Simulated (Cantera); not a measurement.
An isothermal, constant-pressure homogeneous reactor starts with NO : N2 = 1 : 7.7 (molar parts), at 1648 K and 1430 Torr. Integrator tolerance rtol = 1e-08.

Detailed kinetics in Cantera: GRI-Mech 3.0 (53 species, 325 reactions).

### Question
What does this change do: temperature 1648 to 1450 K?

### Answer
| quantity | before | after |
|---|---|---|
| x(NO) at 70.0 s | 0.0400 (gas-phase equilibrium 0.00135) | 0.100 (gas-phase equilibrium 0.000545) |
| x(N2O) at 70.0 s | 7.24e-7 (gas-phase equilibrium 1.20e-7) | 3.41e-6 (gas-phase equilibrium 5.12e-8) |
| x(NO2) at 70.0 s | 8.28e-5 (gas-phase equilibrium 3.43e-6) | 0.000164 (gas-phase equilibrium 2.45e-6) |
| x(O2) at 70.0 s | 0.0374 (gas-phase equilibrium 0.0568) | 0.00719 (gas-phase equilibrium 0.0572) |
| x(O) at 70.0 s | 3.59e-6 (gas-phase equilibrium 4.40e-6) | 1.29e-7 (gas-phase equilibrium 3.51e-7) |
| x(N2) at 70.0 s | 0.923 (gas-phase equilibrium 0.942) | 0.892 (gas-phase equilibrium 0.942) |

### Question
What does this change do: N2 7.7 to 1.2 parts?

### Answer
```csv
quantity,before,after
x(NO) at 70.0 s,0.0400 (gas-phase equilibrium 0.00135),0.0517 (gas-phase equilibrium 0.00244)
x(N2O) at 70.0 s,7.24e-7 (gas-phase equilibrium 1.20e-7),1.21e-6 (gas-phase equilibrium 1.96e-7)
x(NO2) at 70.0 s,8.28e-5 (gas-phase equilibrium 3.43e-6),0.000248 (gas-phase equilibrium 1.24e-5)
x(O2) at 70.0 s,0.0374 (gas-phase equilibrium 0.0568),0.201 (gas-phase equilibrium 0.226)
x(O) at 70.0 s,3.59e-6 (gas-phase equilibrium 4.40e-6),8.30e-6 (gas-phase equilibrium 8.79e-6)
x(N2) at 70.0 s,0.923 (gas-phase equilibrium 0.942),0.747 (gas-phase equilibrium 0.772)
```
